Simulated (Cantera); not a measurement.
An isothermal, constant-pressure homogeneous reactor starts with H2 : O2 = 0.0058 : 1 (molar parts), at 1300 K and 0.00385 atm.

Detailed kinetics in Cantera: the H2/O2 subset of GRI-Mech 3.0, which has no nitrogen chemistry. Radical loss at walls, strong at low pressure, is not modelled.

**Question.** Predict: x(H2) at 2.00 s; x(O2) at 2.00 s; x(H) at 2.00 s; x(O) at 2.00 s; x(H2O) at 2.00 s.

**Answer.** 
```
Item                                                Value
----------------  ---------------------------------------
x(H2) at 2.00 s   1.03e-5 (gas-phase equilibrium 8.10e-9)
x(O2) at 2.00 s       0.990 (gas-phase equilibrium 0.994)
x(H) at 2.00 s    7.64e-5 (gas-phase equilibrium 1.61e-9)
x(O) at 2.00 s    0.00380 (gas-phase equilibrium 2.84e-6)
x(H2O) at 2.00 s  0.00546 (gas-phase equilibrium 0.00578)
```
